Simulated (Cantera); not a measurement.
Input (Python, Cantera) and output of one run.

```python
import numpy as np
import cantera as ct

gas_names = """
    H HO2 H2 H2O H2O2 O OH O2 O3 Pb PbO Pb2
""".split()
cond_names = """
    H2O(s) H2O(L) Pb(cr) Pb(L) PbO(rd) PbO(yw) PbO(L) PbO2(s) Pb3O4(s)
""".split()


def load(file, names, dense=False):
    # The tables refer to 1 bar. Condensed volumes are neglected.
    table = {s.name: s for s in ct.Species.list_from_file(file)}
    out = []
    for n in names:
        d = dict(table[n].input_data)
        d["thermo"] = dict(d["thermo"], **{"reference-pressure": 1e5})
        if dense:
            d["equation-of-state"] = {"model": "constant-volume", "density": "1e6 g/cm^3"}
        out.append(ct.Species.from_dict(d))
    return out


gas = ct.Solution(thermo="ideal-gas", species=load("nasa_gas.yaml", gas_names))
cond = {s.name: ct.Solution(thermo="fixed-stoichiometry", species=[s], name=s.name)
        for s in load("nasa_condensed.yaml", cond_names, dense=True)}
atoms = {
    'PbO': {'Pb': 1, 'O': 1},
    'H2O': {'H': 2, 'O': 1},
    'H2': {'H': 2},
}
top_T = {'Pb3O4(s)': 820}  # K; cautious upper limits of use, not melting points


def equilibrate(T, P, feed):
    n = {}
    for name, mol in feed.items():
        for a, k in atoms[name].items():
            n[a] = n.get(a, 0.0) + k * mol
    gas.TPX = T, P, n
    mass = sum(n.values()) * gas.mean_molecular_weight
    gas.equilibrate("TP")
    valid = [c for c in cond.values() if c.min_temp <= T <= top_T.get(c.name, c.max_temp)]
    mix = ct.Mixture([(gas, mass / gas.mean_molecular_weight)] + [(c, 0.0) for c in valid])
    mix.T, mix.P = T, P
    mix.equilibrate("TP", solver="vcs", rtol=1e-11, max_steps=5000)
    return mix


results = []
feed = {'PbO': 1, 'H2O': 2.8, 'H2': 0.091}  # mol
T = 823  # K
P = 101325  # Pa
mix = equilibrate(T, P, feed)
results.append((T, P, feed, dict(zip(mix.species_names, mix.species_moles))))
print(gas.report(threshold=1e-05))
for i in range(1, mix.n_phases):
    print(f"{mix.phase(i).name:16s} {mix.phase_moles(i):12.5e} mol")
```

Output:

```
       temperature   823 K
          pressure   1.0132e+05 Pa
           density   0.26674 kg/m^3
  mean mol. weight   18.014 kg/kmol
   phase of matter   gas

                          1 kg             1 kmol
                     ---------------   ---------------
          enthalpy       -1.2374e+07       -2.2291e+08  J
   internal energy       -1.2754e+07       -2.2975e+08  J
           entropy             12480        2.2482e+05  J/K
    Gibbs function       -2.2645e+07       -4.0793e+08  J
 heat capacity c_p              2166             39018  J/K
 heat capacity c_v            1704.4             30703  J/K

                      mass frac. Y      mole frac. X     chem. pot. / RT
                     ---------------   ---------------   ---------------
                H2        7.9058e-06        7.0642e-05           -26.588
               H2O           0.99999           0.99993           -59.617
     [  +10 minor]        1.5272e-06        1.3276e-07

Pb(L)             9.07954e-02 mol
PbO(yw)           9.09204e-01 mol
PbO2(s)           0.00000e+00 mol
```

These are equilibrium values from Cantera (NASA tables, ideal gas, pure condensed phases), not measurements of a reactor.
